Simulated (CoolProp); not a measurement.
Properties of ethylene at several states (Tc = 9.2 °C, pc = 5.042 MPa, ω = 0.087).

Computed with CoolProp (reference Helmholtz-energy equation of state, Smukala 2000).

| T (°C) | p (MPa) | phase | Z | cp (kJ/(kg K)) | Joule-Thomson coefficient (K/MPa) | isothermal compressibility (1/MPa) | fugacity coefficient |
|---|---|---|---|---|---|---|---|
| -82.05 | 2.84 | liquid | 0.09305 | ? | -0.3494 | ? | 0.1108 |
| -16.45 | 0.34 | gas | 0.9689 | 1.453 | 14.98 | ? | 0.9698 |
| 34.25 | 0.0357 | gas | 0.9982 | 1.562 | 9.405 | 28.06 | 0.9982 |

### Question
Some entries are withheld; supply them.

### Answer

- -82.05, cp (kJ/(kg K)): 2.454
- -82.05, isothermal compressibility (1/MPa): 0.002505
- -16.45, isothermal compressibility (1/MPa): 3.038
